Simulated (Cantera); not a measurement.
Input (Python, Cantera):

```python
import numpy as np
import cantera as ct

gas = ct.Solution("gri30.yaml")
gas.TPX = 373, 410000, {'CO': 1, 'H2': 0.04, 'O2': 0.584, 'N2': 2.2}
inlet = ct.Reservoir(gas, clone=True)
gas.equilibrate("HP")  # start burning
reactor = ct.IdealGasConstPressureReactor(gas, energy="on", clone=False)
exhaust = ct.Reservoir(gas, clone=True)
tau = [0.12, 0.044, 0.017, 0.0062, 0.0023, 0.00087, 0.00033, 0.00012, 4.6e-05, 1.7e-05, 6.4e-06][0]
for a, b in ((inlet, reactor), (reactor, exhaust)):
    ct.MassFlowController(a, b, mdot=lambda t: reactor.mass / tau)
net = ct.ReactorNet([reactor])
show = ['CO', 'H2', 'O2', 'O', 'NO']

rows = []
print(f"{'tau/s':>10s}{'T/K':>9s}" + "".join(f"{s:>11s}" for s in show))
for tau in [0.12, 0.044, 0.017, 0.0062, 0.0023, 0.00087, 0.00033, 0.00012, 4.6e-05, 1.7e-05, 6.4e-06]:
    net.initial_time = 0.0
    net.advance(30 * tau)
    before = gas.X
    net.advance(40 * tau)
    drift = np.max(np.abs(gas.X - before) / (gas.X + 1e-9))
    rows.append([gas.T, *gas[show].X, drift])
    print(f"{tau:10.3e}{gas.T:9.1f}" + "".join(f"{x:11.3e}" for x in gas[show].X))
```

It prints:

```
     tau/s      T/K         CO         H2         O2          O         NO
 1.200e-01   2395.8  2.014e-02  1.346e-04  2.585e-02  7.555e-04  5.411e-03
 4.400e-02   2384.5  2.198e-02  1.471e-04  2.710e-02  8.634e-04  4.596e-03
 1.700e-02   2359.1  2.591e-02  1.744e-04  2.947e-02  1.114e-03  3.414e-03
 6.200e-03   2304.9  3.378e-02  2.314e-04  3.370e-02  1.718e-03  2.028e-03
 2.300e-03   2219.0  4.546e-02  3.211e-04  3.938e-02  2.881e-03  9.535e-04
 8.700e-04   2107.0  5.964e-02  4.346e-04  4.577e-02  4.733e-03  3.856e-04
 3.300e-04   1967.9  7.618e-02  5.588e-04  5.291e-02  7.313e-03  1.681e-04
 1.200e-04   1771.4  9.976e-02  6.736e-04  6.356e-02  9.973e-03  7.922e-05
 4.600e-05    373.0  2.615e-01  1.046e-02  1.527e-01  3.138e-26  6.488e-21
 1.700e-05    373.0  2.615e-01  1.046e-02  1.527e-01  1.656e-26  5.403e-24
 6.400e-06    373.0  2.615e-01  1.046e-02  1.527e-01  7.908e-27  3.413e-25
```

Detailed kinetics in Cantera: GRI-Mech 3.0 (53 species, 325 reactions). The hydrogen kinetics of GRI-Mech 3.0 are dated; newer H2 mechanisms differ, most at raised pressure.
